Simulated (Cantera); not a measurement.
Input (Python, Cantera) and output of one run.

```python
import numpy as np
import cantera as ct

gas_names = """
    B BF BF2 BF3 BH BHF2 BH2 BH3 BN B2 F F2 H HF H2 H2F2 H3F3 H4F4 H5F5 H6F6 H7F7 N NF NF2 NF3 NH NH2
    NH3 N2 N2H2 N2H4
""".split()
cond_names = """
    B(b) B(L) BN(s)
""".split()


# ... load() reads the species with a 1 bar reference pressure and builds the phases ...
atoms = {
    'BF3': {'B': 1, 'F': 3},
    'NH3': {'N': 1, 'H': 3},
    'H2': {'H': 2},
}
top_T = {'BN(s)': 3200}  # K; cautious upper limits of use, not melting points


# ... equilibrate(T, P, feed) seeds the gas with the atoms and calls Mixture.equilibrate('TP', solver="vcs", rtol=1e-11, max_steps=5000) ...
results = []
T = 973.15  # K
P = 85000  # Pa
for m in [2.1, 3.7, 5.4, 7, 8.6, 10, 12, 14, 15, 17, 18]:
    feed = {'BF3': 1, 'NH3': 0.19, 'H2': m}  # mol
    mix = equilibrate(T, P, feed)
    results.append((T, P, feed, dict(zip(mix.species_names, mix.species_moles))))

top = {s: max(r[3][s] / sum(r[3][g] for g in gas_names) for r in results) for s in gas_names}
cols = sorted((s for s in top if top[s] > 1e-06), key=lambda s: -top[s])[:6]
seen = [c for c in cond_names if any(r[3].get(c, 0) > 1e-12 for r in results)]
print("log10 of partial pressures in bar; condensed amounts in mol")
print(f"{'n(H2)':>10s}" + "".join(f"{s[:9]:>10s}" for s in cols + seen))
for T, P, feed, n in results:
    ng = sum(n[g] for g in gas_names)
    print(f"{feed['H2']:10.4g}" + "".join(f"{np.log10(max(n[s] / ng * P / 1e5, 1e-99)):10.3f}" for s in cols)
          + "".join(f"{n.get(c, 0):10.4g}" for c in seen))
```

Result:

```
log10 of partial pressures in bar; condensed amounts in mol
     n(H2)        H2       BF3        N2        HF      BHF2       NH3     BN(s)
       2.1    -0.238    -0.618    -1.667    -2.000    -4.293    -4.347   0.01358
       3.7    -0.179    -0.784    -1.841    -2.054    -4.345    -4.345   0.01748
       5.4    -0.150    -0.911    -1.975    -2.104    -4.392    -4.368    0.0208
         7    -0.134    -1.004    -2.074    -2.144    -4.430    -4.393   0.02347
       8.6    -0.123    -1.081    -2.157    -2.178    -4.462    -4.418   0.02584
        10    -0.116    -1.139    -2.219    -2.204    -4.487    -4.439   0.02773
        12    -0.109    -1.211    -2.296    -2.238    -4.518    -4.468   0.03021
        14    -0.104    -1.272    -2.363    -2.267    -4.545    -4.493   0.03247
        15    -0.102    -1.300    -2.393    -2.280    -4.558    -4.505   0.03354
        17    -0.099    -1.351    -2.449    -2.304    -4.581    -4.528   0.03557
        18    -0.097    -1.374    -2.475    -2.316    -4.591    -4.539   0.03653
```

Equilibrium computed with Cantera from the NASA thermochemical tables; the gas is ideal and each condensed phase is pure.
